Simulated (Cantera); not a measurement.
An adiabatic, constant-volume homogeneous reactor starts with 21.2 % H2, 16.5 % O2, 62.3 % N2, at 1525 K and 720000 Pa.

Detailed kinetics in Cantera: the H2/O2 subset of GRI-Mech 3.0, which has no nitrogen chemistry. The hydrogen kinetics of GRI-Mech 3.0 are dated; newer H2 mechanisms differ, most at raised pressure.

Predict: time of steepest temperature rise; temperature at 0.400 s; equilibrium temperature; x(H2) at 0.400 s; x(O2) at 0.400 s; x(H2O2) at 0.400 s; x(H2O) at 0.400 s; x(OH) at 0.400 s.


| Property | Result |
|---|---|
| time of steepest temperature rise | 1.81 µs |
| temperature at 0.400 s | 2997 K |
| equilibrium temperature | 2997 K |
| x(H2) at 0.400 s | 0.0104 (gas-phase equilibrium 0.0104) |
| x(O2) at 0.400 s | 0.0604 (gas-phase equilibrium 0.0604) |
| x(H2O2) at 0.400 s | 3.12e-6 (gas-phase equilibrium 3.12e-6) |
| x(H2O) at 0.400 s | 0.205 (gas-phase equilibrium 0.205) |
| x(OH) at 0.400 s | 0.0292 (gas-phase equilibrium 0.0292) |
